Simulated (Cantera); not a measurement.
Charge: 1 mol SiC, 0.0084 mol O2, 3.3 mol H2, at 1548.15 K and 1 atm.

Method: chemical equilibrium by Gibbs-energy minimisation in Cantera with the NASA 1993 tables (ideal gas, pure condensed phases). Candidate condensed phases: C, C6H6, C7H8, C8H18, H2O, Si, SiC, SiO2; 123 gas species. Mutual solubility and eutectic melting of coexisting phases are not modelled. The tables hold silica as quartz up to 1696 K and as liquid above; real silica turns to tridymite and cristobalite and melts near 1996 K. Kinetics and transport are ignored.

Base state: H2 0.998, CO 0.00165, SiO 0.000341, CH4 0.000222, H 3.06e-5, H2O 1.91e-5 (mole fractions); condensed: SiC(s) + SiO2(β-quartz).

Q: What changes in the equilibrium state with this change: temperature from 1548.15 K to 1823 K?

A: 
| species | before | after |
|---|---|---|
| H2 | 0.998 | 0.994 |
| SiO | 0.000341 | 0.00255 |
| CO | 0.00165 | 0.00251 |
| SiH2 | 2.22e-7 | 1.22e-5 |
| H | 3.06e-5 | 0.000429 |
| CH4 | 0.000222 | 5.46e-5 |
| H2O | 1.91e-5 | 8.43e-6 |
| SiC(s), mol | 0.994 | 0.991 |
| SiO2(β-quartz), mol | 0.00507 | 0 |
Gases not in the tables: Si2H6 and higher silanes.

Q: What changes in the equilibrium state with this change: temperature from 1548.15 K to 1648 K?

A: 
```
species                before    after
-------------------  --------  -------
H2                      0.998    0.995
SiO                  0.000341  0.00256
CO                    0.00165  0.00248
H                     3.06e-5  8.82e-5
CH4                  0.000222  7.76e-5
SiC(s), mol             0.994    0.992
SiO2(β-quartz), mol   0.00507        0
```
